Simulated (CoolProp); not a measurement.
Vapour-liquid equilibrium of carbon dioxide (1) + R125 (2) at 1.03 MPa; x and y are mole fractions of (1).

The numbers come from the multi-fluid Helmholtz-energy mixture model, Span 1996 and Lemmon 2005; pair parameters Bell 2016 in CoolProp.

```csv
x,bubble temperature (°C),y at the bubble point,dew temperature at overall composition x (°C),liquid density (mol/L)
0.05,8.0,0.175,12.6,10.93
0.2,-7.7,0.540,7.1,12.51
0.35,-18.4,0.725,1.1,14.14
0.5,-25.6,0.826,-5.7,15.93
0.65,-30.7,0.890,-13.7,18.03
0.8,-34.7,0.939,-23.6,20.62
0.95,-38.2,0.985,-35.6,23.96
```

No azeotrope shows between x = 0.05 and 0.95.

Pair parameters are fitted to limited data, so mixtures are less certain than the pure fluids.
